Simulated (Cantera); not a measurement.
**Thermodynamics of chlorosilane synthesis and conversion, feed SiCl4 + H2 + Cl2**

Input: 1 mol SiCl4, 9.1 mol H2, 2.8 mol Cl2, held at 360 Torr.

These are equilibrium values from Cantera (NASA tables, ideal gas, pure condensed phases), not measurements of a reactor. Candidate condensed phases: Si; 19 gas species. The tables' values for SiCl3 are old estimates; treat these amounts as uncertain. Equilibrium is a limit: real reactors are often held back by kinetics, nucleation or transport.

From 300 °C to 1500 °C nothing is condensed. The main Si-bearing gas is SiCl4 at 300 °C and SiCl2 at 1500 °C.

| T (°C) | x HCl | x H2 | x SiCl4 | x SiCl2 | x SiCl3 |
|---|---|---|---|---|---|
| 300 | 0.434 | 0.488 | 0.0775 | <1e-12 | 2.92e-12 |
| 500 | 0.434 | 0.488 | 0.0775 | 3.73e-12 | 4.46e-8 |
| 700 | 0.435 | 0.488 | 0.0770 | 5.56e-8 | 1.22e-5 |
| 900 | 0.436 | 0.486 | 0.0751 | 2.84e-5 | 0.000465 |
| 1100 | 0.446 | 0.477 | 0.0656 | 0.00191 | 0.00520 |
| 1300 | 0.483 | 0.442 | 0.0344 | 0.0203 | 0.0163 |
| 1500 | 0.522 | 0.404 | 0.00850 | 0.0477 | 0.0154 |
x: gas mole fraction; nothing condenses.
